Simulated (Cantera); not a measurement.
An isothermal, constant-pressure homogeneous reactor starts with 89.3 % NH3, 10.7 % N2, at 1948 K and 0.118 atm.

Detailed kinetics in Cantera: the gas-phase N/H chemistry of the illustrative SiF4/NH3 mechanism in the Surface Chemkin manual (1991). Walls and surfaces, which speed up NH3 decomposition in real reactors, are not modelled.

x: mole fraction; the columns are a selection and need not sum to one.

```tsv
t (s)	x NH3	x N2H2	x N2H4	x N	x H2	x NH2	x N2
4.00e-6	0.893	9.88e-12	1.19e-12	<1e-12	2.25e-6	4.79e-6	0.107
1.31e-5	0.893	3.25e-10	1.96e-11	<1e-12	8.02e-6	1.63e-5	0.107
4.29e-5	0.893	7.37e-9	2.40e-10	3.81e-12	2.70e-5	5.41e-5	0.107
0.000141	0.893	1.17e-7	2.65e-9	1.75e-10	9.02e-5	0.000177	0.107
0.000461	0.892	…	…	…	…	…	0.107
0.00151	0.889	6.41e-6	9.92e-8	1.20e-8	0.00211	0.00108	0.107
0.00494	0.880	6.96e-6	1.04e-7	3.96e-8	0.00985	0.00110	0.110
0.0162	0.848	6.53e-6	9.13e-8	1.21e-7	0.0346	0.00103	0.116
0.0530	…	…	…	…	…	…	…
0.174	0.537	3.16e-6	4.16e-8	4.61e-7	0.282	0.000697	0.181
0.569	0.217	9.65e-7	1.23e-8	5.72e-7	0.535	0.000379	0.247
1.86	0.0239	7.42e-8	6.34e-10	6.06e-7	0.688	8.61e-5	0.287
6.11	0.000172	7.63e-11	<1e-12	1.30e-7	0.705	1.91e-6	0.292
20.0	2.56e-5	1.77e-12	<1e-12	1.97e-8	0.705	2.85e-7	0.292
```

Fill in the missing entries.


- 0.000461, x N2H2: 1.49e-6
- 0.000461, x N2H4: 2.58e-8
- 0.000461, x N: 2.20e-9
- 0.000461, x H2: 0.000347
- 0.000461, x NH2: 0.000550
- 0.0530, x NH3: 0.756
- 0.0530, x N2H2: 5.36e-6
- 0.0530, x N2H4: 7.03e-8
- 0.0530, x N: 2.87e-7
- 0.0530, x H2: 0.108
- 0.0530, x NH2: 0.000905
- 0.0530, x N2: 0.135
